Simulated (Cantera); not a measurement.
**Si + H2O + H2 (thermal oxidation and active oxidation of silicon)**

A closed system holds: 1 mol Si, 0.011 mol H2O, 85 mol H2, equilibrated at 0.133 bar.

Equilibrium computed with Cantera from the NASA thermochemical tables; the gas is ideal and each condensed phase is pure. Candidate condensed phases: H2O, Si, SiO2; 18 gas species. Mutual solubility and eutectic melting of coexisting phases are not modelled. The tables hold silica as quartz up to 1696 K and as liquid above; real silica turns to tridymite and cristobalite and melts near 1996 K. The numbers say what is thermodynamically allowed, not how fast it happens.

```json
[
 {"T (K)": "1275", "log p H2": "-0.88", "log p SiO": "-5.39", "log p H": "-6.57", "log p SiH2": "-8.18", "log p Si": "-10.71", "log p H2O": "-7.59", "n Si(s)": "0.993", "n SiO2(β-quartz)": "0.00419"},
 {"T (K)": "1325", "log p H2": "-0.88", "log p SiO": "-4.86", "log p H": "-6.22", "log p SiH2": "-7.81", "log p Si": "-10.03", "log p H2O": "-7.28", "n Si(s)": "0.990", "n SiO2(β-quartz)": "0.00106"},
 {"T (K)": "1375", "log p H2": "-0.88", "log p SiO": "-4.76", "log p H": "-5.90", "log p SiH2": "-7.46", "log p Si": "-9.39", "log p H2O": "-7.39", "n Si(s)": "0.989", "n SiO2(β-quartz)": "0"},
 {"T (K)": "1425", "log p H2": "-0.88", "log p SiO": "-4.76", "log p H": "-5.60", "log p SiH2": "-7.14", "log p Si": "-8.79", "log p H2O": "-7.58", "n Si(s)": "0.989", "n SiO2(β-quartz)": "0"},
 {"T (K)": "1475", "log p H2": "-0.88", "log p SiO": "-4.76", "log p H": "-5.32", "log p SiH2": "-6.84", "log p Si": "-8.24", "log p H2O": "-7.75", "n Si(s)": "0.989", "n SiO2(β-quartz)": "0"},
 {"T (K)": "1525", "log p H2": "-0.88", "log p SiO": "-4.76", "log p H": "-5.06", "log p SiH2": "-6.56", "log p Si": "-7.72", "log p H2O": "-7.91", "n Si(s)": "0.989", "n SiO2(β-quartz)": "0"},
 {"T (K)": "1575", "log p H2": "-0.88", "log p SiO": "-4.76", "log p H": "-4.82", "log p SiH2": "-6.30", "log p Si": "-7.24", "log p H2O": "-8.07", "n Si(s)": "0.989", "n SiO2(β-quartz)": "0"}
]
```
log p: log10 of the partial pressure in bar; n: condensed amount in mol.

From 1275 K to 1325 K the condensed part is Si(s) + SiO2(β-quartz). From 1375 K to 1575 K the condensed part is Si(s). The main Si-bearing gas is SiO throughout.
